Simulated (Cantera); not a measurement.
A freely propagating, adiabatic, planar premixed flame of 48.5 % H₂, 10.1 % O₂, 41.4 % N₂, unburnt at 500 K and 1.09 atm; mixture-averaged transport, grid criteria slope 0.08 and curve 0.16, no radiation.

Cantera simulation using the H2/O2 subset of GRI-Mech 3.0, which has no nitrogen chemistry; the numbers are that mechanism's predictions, not measurements. Burning velocities carry a grid error of a few per cent, more on coarse grids.

**Question.** Predict: laminar burning velocity; thermal thickness; peak x(OH); peak x(H); peak x(HO₂).

**Answer.** laminar burning velocity: 587 cm/s
thermal thickness: 0.384 mm
peak x(OH): 0.00208
peak x(H): 0.0707
peak x(HO₂): 0.000322
